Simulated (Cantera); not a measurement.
A Cantera script and what it prints.

```python
import numpy as np
import cantera as ct

gas_names = [...]  # 76 gases of nasa_gas.yaml made of C, H
cond_names = """
    C(gr) C6H6(L) C7H8(L) C8H18(L),n-octa
""".split()


# ... load() reads the species with a 1 bar reference pressure and builds the phases ...
atoms = {
    'toluene': {'C': 7, 'H': 8},
    'H2': {'H': 2},
}
top_T = {'C(gr)': 4500}  # K; cautious upper limits of use, not melting points


# ... equilibrate(T, P, feed) seeds the gas with the atoms and calls Mixture.equilibrate('TP', solver="vcs", rtol=1e-11, max_steps=5000) ...
results = []
feed = {'toluene': 1, 'H2': 56}  # mol
T = 950  # K
P = 14000  # Pa
mix = equilibrate(T, P, feed)
results.append((T, P, feed, dict(zip(mix.species_names, mix.species_moles))))
x = sorted(zip(gas.X, gas.species_names), reverse=True)
print(f"T = {T:g} K  P = {P:g} Pa  gas = {mix.phase_moles(0):.4g} mol")
print("   x: " + "  ".join(f"{s} {v:.3e}" for v, s in x if v > 0.001))
print("   condensed (mol): " + ("  ".join(f"{mix.phase(i).name} {mix.phase_moles(i):.4g}"
      for i in range(1, mix.n_phases) if mix.phase_moles(i) > 1e-12) or "none"))
```

Output:

```
T = 950 K  P = 14000 Pa  gas = 58.68 mol
   x: H2 9.776e-01  CH4 2.242e-02
   condensed (mol): C(gr) 5.684
```

These are equilibrium values from Cantera (NASA tables, ideal gas, pure condensed phases), not measurements of a reactor.
